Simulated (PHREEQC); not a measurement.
A column of 0.5 m (40 cells, dispersivity 0.04 m, 60 s a shift, diffusion coefficient 3e-10 m²/s) holds 0.28 eq of the database's cation exchanger X per kg of pore water, first in equilibrium with 0.51 mmol/kgw (NH4)2SO4, 4.8 mmol/kgw MnCl2 and 0.01 mmol/kgw HCl. It is flushed with 0.0046 mol/kgw NaCl, 0.048 mol/kgw (NH4)2SO4, 0.0027 mol/kgw Na2SO4 and 1e-05 mol/kgw HCl, at 15 °C. Values are for the last cell. No CO2 enters from the air. Precipitation was switched off in this run.

Base run: PHREEQC, ion-association model, phreeqc.dat. Each further column changes one thing. The table gives Mn in solution (mol/kgw).

| pore volumes | base | exchange capacity from 0.28 to 0.14 eq/kgw | dispersivity from 0.04 to 0.08 m |
|---|---|---|---|
| 0 | 0.00480 | 0.00480 | 0.00480 |
| 1.012 | 0.0318 | 0.0308 | 0.0322 |
| 1.762 | 0.0455 | 0.0345 | 0.0412 |
| 2.763 | 0.0363 | 0.0133 | 0.0318 |
| 3.513 | 0.0249 | 0.00486 | 0.0227 |
| 4.513 | 0.0123 | 0.00110 | 0.0132 |
| 5.263 | 0.00646 | 0.000351 | 0.00849 |
| 6.263 | 0.00253 | 7.54e-5 | 0.00456 |
| 7.013 | 0.00122 | 2.37e-5 | 0.00282 |
| 8.012 | 0.000454 | 5.06e-6 | 0.00148 |
